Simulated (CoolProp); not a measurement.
Vapour-liquid equilibrium of n-octane (1) + o-xylene (2) at 229.75 °C; x and y are mole fractions of (1).

Model: multi-fluid Helmholtz-energy mixture model, Beckmüller 2019 and Zhou 2012; pair parameters Bell 2016, in CoolProp.

| x | bubble pressure, mixture model (kPa) | bubble pressure, Raoult's law (kPa) | y, mixture model | y, Raoult's law |
|---|---|---|---|---|
| 0.05 | 646.9 | 644.8 | 0.070 | 0.072 |
| 0.125 | 672.0 | 667.4 | 0.169 | 0.174 |
| 0.2 | 696.5 | 690.0 | 0.260 | 0.270 |
| 0.275 | (withheld) | 712.7 | 0.345 | 0.359 |
| 0.35 | 743.6 | 735.3 | 0.425 | 0.443 |
| 0.425 | (withheld) | 757.9 | 0.501 | 0.522 |
| 0.5 | 788.7 | 780.6 | 0.573 | 0.597 |
| 0.575 | 810.7 | 803.2 | 0.643 | 0.667 |
| 0.65 | 832.5 | 825.8 | 0.709 | 0.733 |
| 0.725 | 854.0 | 848.5 | 0.774 | 0.796 |
| 0.8 | 875.3 | 871.1 | 0.838 | 0.855 |
| 0.875 | 896.4 | 893.7 | 0.899 | 0.912 |
| 0.95 | (withheld) | 916.4 | 0.960 | 0.966 |

Problem. What belongs in the gaps?

Solution. 
- 0.275, bubble pressure, mixture model (kPa): 720.3
- 0.425, bubble pressure, mixture model (kPa): 766.3
- 0.95, bubble pressure, mixture model (kPa): 917.5

The largest gap from Raoult's law is +1.1 % in bubble pressure, at x = 0.35. No azeotrope shows between x = 0.05 and 0.95.

The pair parameters rest on a limited set of measurements; away from them the model extrapolates.
